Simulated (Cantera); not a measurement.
An adiabatic, constant-pressure homogeneous reactor starts with CH3OH : O2 : N2 = 1 : 2.59 : 9.72 (molar parts), at 998 K and 0.350 bar. Integrator tolerance rtol = 1e-08.

Cantera simulation using GRI-Mech 3.0 (53 species, 325 reactions); the numbers are that mechanism's predictions, not measurements. GRI-Mech 3.0 was tuned for natural gas; its chemistry of methanol as a main component is partial and can be far from experiment. Below about 1000 K GRI-Mech 3.0 lacks low-temperature oxidation paths.

Question: What does this change do: initial temperature 998 to 1500 K?

Answer: 
| quantity | before | after |
|---|---|---|
| temperature at 0.200 s | 998 K | 2468 K |
| equilibrium temperature | 2187 K | 2468 K |
| x(CH3OH) at 0.200 s | 0.0751 (gas-phase equilibrium <1e-12) | <1e-12 (gas-phase equilibrium <1e-12) |
| x(O2) at 0.200 s | 0.195 (gas-phase equilibrium 0.0749) | 0.0735 (gas-phase equilibrium 0.0735) |
| x(CH4) at 0.200 s | 1.22e-7 (gas-phase equilibrium <1e-12) | <1e-12 (gas-phase equilibrium <1e-12) |
| x(CH2O) at 0.200 s | 7.47e-7 (gas-phase equilibrium <1e-12) | 6.74e-12 (gas-phase equilibrium 6.74e-12) |
| x(O) at 0.200 s | <1e-12 (gas-phase equilibrium 0.00116) | 0.00570 (gas-phase equilibrium 0.00570) |
| time of steepest temperature rise | not reached | 0.746 ms |

Question: What does this change do: initial temperature 998 to 1725 K?

Answer: 
```csv
quantity,before,after
temperature at 0.200 s,998 K,2565 K
equilibrium temperature,2187 K,2565 K
x(CH3OH) at 0.200 s,0.0751 (gas-phase equilibrium <1e-12),<1e-12 (gas-phase equilibrium <1e-12)
x(O2) at 0.200 s,0.195 (gas-phase equilibrium 0.0749),0.0733 (gas-phase equilibrium 0.0733)
x(CH4) at 0.200 s,1.22e-7 (gas-phase equilibrium <1e-12),<1e-12 (gas-phase equilibrium <1e-12)
x(CH2O) at 0.200 s,7.47e-7 (gas-phase equilibrium <1e-12),1.52e-11 (gas-phase equilibrium 1.52e-11)
x(O) at 0.200 s,<1e-12 (gas-phase equilibrium 0.00116),0.00913 (gas-phase equilibrium 0.00913)
time of steepest temperature rise,not reached,0.141 ms
```
